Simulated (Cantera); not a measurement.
Input: 1 mol Pb, 32 mol N2, held at 48.0 mbar.

Method: chemical equilibrium by Gibbs-energy minimisation in Cantera with the NASA 1993 tables (ideal gas, pure condensed phases). Candidate condensed phases: Pb; 4 gas species. The numbers say what is thermodynamically allowed, not how fast it happens.

Question: Which condensed phases are stable at each of these points (T (K)): 1173, 1198, 1223, 1248, 1273, 1298, 1323, 1348, 1373, 1398, 1423?

Answer: 
```tsv
T (K)	condensed phases	Pb condensed (%)
1173	Pb(l)	71.6
1198	Pb(l)	57.9
1223	Pb(l)	38.3
1248	Pb(l)	10.9
1273	gas only	0.0
1298	gas only	0.0
1323	gas only	0.0
1348	gas only	0.0
1373	gas only	0.0
1398	gas only	0.0
1423	gas only	0.0
```

From 1173 K to 1248 K the condensed part is Pb(l). From 1273 K to 1423 K nothing is condensed.
